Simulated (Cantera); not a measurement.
Charge: 1 mol Si, 5.3 mol HF, 25 mol N2, held at 1425 K and 240 Torr.

Equilibrium computed with Cantera from the NASA thermochemical tables; the gas is ideal and each condensed phase is pure. Candidate condensed phases: Si, Si3N4; 37 gas species. The tables' values for SiF3 are old estimates; treat these amounts as uncertain. Equilibrium is a limit: real reactors are often held back by kinetics, nucleation or transport.

Base state: N2 0.853, H2 0.0682, HF 0.0444, SiF4 0.0341, SiF3 3.99e-5, SiHF3 1.46e-5 (mole fractions); condensed: gas only.

Task: What changes in the equilibrium state with this change: 1.9 mol Cl2 added?

Result: 
```csv
species,before,after
N2,0.853,0.801
HCl,0,0.122
HF,0.0444,0.0417
H2,0.0682,0.00321
SiF4,0.0341,0.0320
Cl,0,2.12e-5
SiHF3,1.46e-5,6.87e-7
```
Further candidate phases: NH4Cl.

Task: What changes in the equilibrium state with this change: HF from 5.3 to 1 mol?

Result: 
```
species         before     after
-------------  -------  --------
N2               0.853     0.970
H2              0.0682    0.0194
SiF4            0.0341   0.00938
HF              0.0444  0.000698
SiF3           3.99e-5  0.000373
SiHF3          1.46e-5   7.26e-5
Si3N4(s), mol        0     0.250
```
N2 is the only nitrogen source here; it is nearly inert below about 1500 K, so the nitride shown seldom forms there in practice.
